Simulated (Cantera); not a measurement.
A closed system holds: 1 mol C₃H₈, 0.032 mol H₂O, a varied amount of H₂, held at 627 °C and 1.10 bar.

Cantera equilibrium calculation (NASA polynomials, part measured and part estimated; ideal gas, pure solids and liquids). Candidate condensed phases: C, C₆H₆, C₇H₈, C₈H₁₈, H₂O; 110 gas species. The numbers say what is thermodynamically allowed, not how fast it happens.

x: gas mole fraction; n: condensed amount in mol.

| n(H₂) (mol) | x H₂ | x CH₄ | x H₂O | x CO | x CO₂ | x C₂H₆ | n C(graphite) |
|---|---|---|---|---|---|---|---|
| 0.49 | 0.782 | 0.210 | 0.00571 | 0.00274 | 4.60e-5 | 3.75e-6 | 2.20 |
| 0.7 | 0.782 | 0.210 | 0.00546 | 0.00262 | 4.21e-5 | 3.76e-6 | 2.17 |
| 0.99 | 0.782 | 0.210 | 0.00515 | 0.00247 | 3.74e-5 | 3.76e-6 | 2.12 |
| 1.4 | 0.783 | 0.210 | 0.00477 | 0.00228 | 3.20e-5 | 3.77e-6 | 2.04 |
| 2 | 0.783 | 0.211 | 0.00430 | 0.00206 | 2.60e-5 | 3.77e-6 | 1.94 |
| 2.9 | 0.784 | 0.211 | 0.00375 | 0.00179 | 1.97e-5 | 3.78e-6 | (withheld) |
| 4.1 | 0.784 | 0.211 | 0.00320 | 0.00153 | 1.44e-5 | 3.79e-6 | (withheld) |
| 5.9 | 0.785 | 0.211 | 0.00263 | 0.00125 | 9.65e-6 | 3.80e-6 | (withheld) |
| 8.4 | 0.785 | 0.212 | 0.00210 | 0.00100 | 6.17e-6 | 3.80e-6 | (withheld) |
| 12 | 0.786 | 0.212 | 0.00163 | 0.000778 | 3.72e-6 | 3.81e-6 | (withheld) |
| 17 | 0.832 | 0.166 | 0.00135 | 0.000423 | 1.57e-6 | 2.20e-6 | 0 |
| 25 | 0.884 | 0.115 | 0.00104 | 0.000189 | 5.11e-7 | 9.98e-7 | 0 |
| 35 | 0.916 | 0.0831 | 0.000794 | 9.37e-5 | 1.87e-7 | 5.03e-7 | 0 |

Question: Complete the blanks.

Answer: 
- 2.9, n C(graphite): 1.78
- 4.1, n C(graphite): 1.57
- 5.9, n C(graphite): 1.25
- 8.4, n C(graphite): 0.816
- 12, n C(graphite): 0.185
